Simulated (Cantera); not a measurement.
Cantera with NASA thermochemical tables; ideal gases at 1 bar, condensed phases pure. Values are per mole of reaction as written; species without (g) are pure solids or liquids, kept so even where they would boil at 1 bar.

TiCl4(g) + H(g) ⇌ HCl(g) + TiCl3

```csv
T (K),ΔH° (kJ),ΔS° (J/K),ΔG° (kJ),log10 K
300,[?],[?],[?],[?]
400,-268.1,-140.5,-211.8,27.66
425,-267.9,-140.1,-208.3,25.60
450,-267.7,-139.8,-204.8,23.78
475,[?],[?],[?],[?]
500,[?],[?],[?],[?]
525,[?],[?],[?],[?]
550,-267.1,-138.5,-190.9,18.13
```

### Question
Complete the blanks.

### Answer

- 300, ΔH° (kJ): -268.9
- 300, ΔS° (J/K): -142.9
- 300, ΔG° (kJ): -226.0
- 300, log10 K: 39.35
- 475, ΔH° (kJ): -267.6
- 475, ΔS° (J/K): -139.4
- 475, ΔG° (kJ): -201.3
- 475, log10 K: 22.14
- 500, ΔH° (kJ): -267.4
- 500, ΔS° (J/K): -139.1
- 500, ΔG° (kJ): -197.9
- 500, log10 K: 20.67
- 525, ΔH° (kJ): -267.3
- 525, ΔS° (J/K): -138.8
- 525, ΔG° (kJ): -194.4
- 525, log10 K: 19.34
